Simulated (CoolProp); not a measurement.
A single-stage vapour-compression cycle with R1224YDZ: evaporating at 308.15 K (dew point), condensing at 341.15 K (bubble point), superheat 2 K, subcooling 0 K, compressor efficiency 0.75, no pressure losses. Each further row changes one setting.

Model: reference Helmholtz-energy equation of state, Akasaka 2023, in CoolProp.

| case | cooling COP | pressure ratio | discharge temperature (K) | refrigerating effect (kJ/kg) | volumetric capacity (kJ/m³) |
|---|---|---|---|---|---|
| as stated | 5.87 | 2.62 | 342.2 | 121 | 1570 |
| evaporating temperature 313.15 K | (withheld) | (withheld) | 342.1 | (withheld) | 1880 |
| condensing temperature 336.15 K | 7.14 | (withheld) | (withheld) | 127 | 1650 |
| subcooling 5 K | 6.17 | 2.62 | 342.2 | 127 | 1650 |
| superheat 12 K | 5.99 | 2.62 | (withheld) | 130 | 1610 |
| compressor efficiency 0.65 | 5.09 | 2.62 | (withheld) | 121 | 1570 |

Problem. Some entries are withheld; supply them.

Solution. 
- evaporating temperature 313.15 K, cooling COP: 7.21
- evaporating temperature 313.15 K, pressure ratio: 2.23
- evaporating temperature 313.15 K, refrigerating effect (kJ/kg): 124
- condensing temperature 336.15 K, pressure ratio: 2.30
- condensing temperature 336.15 K, discharge temperature (K): 337.6
- superheat 12 K, discharge temperature (K): 352.2
- compressor efficiency 0.65, discharge temperature (K): 345.5
